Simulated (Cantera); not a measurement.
A closed system holds: 1 mol HF, 3.9 mol H2, 0.14 mol O2, at 2273.15 K and 0.100 bar.

Equilibrium computed with Cantera from the NASA thermochemical tables; the gas is ideal and each condensed phase is pure. Candidate condensed phases: H2O; 22 gas species. The numbers say what is thermodynamically allowed, not how fast it happens.

Base state: H2 0.719, HF 0.202, H2O 0.0562, H 0.0225, OH 0.000274 (mole fractions); condensed: gas only.

Problem. What changes in the equilibrium state with this change: pressure from 0.100 bar to 13.3 mbar?

Solution. 
| species | before | after |
|---|---|---|
| H2 | 0.719 | 0.686 |
| HF | 0.202 | 0.198 |
| H | 0.0225 | 0.0603 |
| H2O | 0.0562 | 0.0546 |
| O | 5.89e-6 | 4.49e-5 |
| F | 6.90e-6 | 1.90e-5 |
| OH | 0.000274 | 0.000745 |
